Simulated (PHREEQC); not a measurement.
Solution (68 °C): 1.6 mmol/kgw CdCl2, 66 mmol/kgw Na2SO4 and 31 mmol/kgw FeSO4. Closed to the air; pH follows from the charge balance.

Computed with PHREEQC (ion-association model, wateq4f.dat).

Q: The ionic strength comes out as 0.221 mol/kgw. What activity coefficients do FeOH+, Cd(SO4)2-2, HSO4-, H+, CdCl+ get?

A: FeOH+ 0.71, Cd(SO4)2-2 0.27, HSO4- 0.70, H+ 0.78, CdCl+ 0.72.

This is a speciation only: nothing precipitates in the calculation. Away from 25 °C the constants follow the database's enthalpies or fits; those with neither stay at their 25 °C values.
